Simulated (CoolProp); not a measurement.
A closed Brayton cycle with carbon dioxide: compressor inlet 310.15 K and 9 MPa, high pressure 25.4 MPa, turbine inlet 700 K, compressor efficiency 0.85, turbine efficiency 0.93, recuperator effectiveness 0.95 (on enthalpy, no pinch check). Each further row changes one setting.

The numbers come from the reference Helmholtz-energy equation of state, Span 1996 in CoolProp.

| case | thermal efficiency (%) | net work (kJ/kg) | compressor to turbine work | compressor exit (K) | turbine exit (K) |
|---|---|---|---|---|---|
| as stated | 33.9 | 87.2 | 0.24 | 344.9 | 583.5 |
| turbine inlet 650 K | 31.5 | 76.7 | (withheld) | 344.9 | 537.9 |
| compressor inlet 320.15 K | 31.9 | 70.1 | 0.39 | 393.7 | 583.5 |
| high pressure 21.6 MPa | (withheld) | (withheld) | 0.22 | 338.8 | 601.3 |
| recuperator effectiveness 0.5 | 22.4 | 87.2 | 0.24 | 344.9 | 583.5 |

Question: Some entries are withheld; supply them.

Answer: 
- turbine inlet 650 K, compressor to turbine work: 0.27
- high pressure 21.6 MPa, thermal efficiency (%): 32.6
- high pressure 21.6 MPa, net work (kJ/kg): 76.9
